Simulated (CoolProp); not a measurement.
Vapour-liquid equilibrium of octamethyltrisiloxane (MDM) (1) + octamethylcyclotetrasiloxane (D4) (2) at 0.12 MPa; x and y are mole fractions of (1).

Model: multi-fluid Helmholtz-energy mixture model, Thol 2017 and Thol 2015; pair parameters Bell 2016, in CoolProp.

Give the bubble temperature and the first vapour's composition at x = 0.15, 0.45, 0.95. Is there an azeotrope?

x = 0.15: 177.9 °C, y = 0.232; x = 0.45: 170.4 °C, y = 0.578; x = 0.95: 160.0 °C, y = 0.971. No azeotrope shows between x = 0.05 and 0.95.

The pair parameters rest on a limited set of measurements; away from them the model extrapolates.
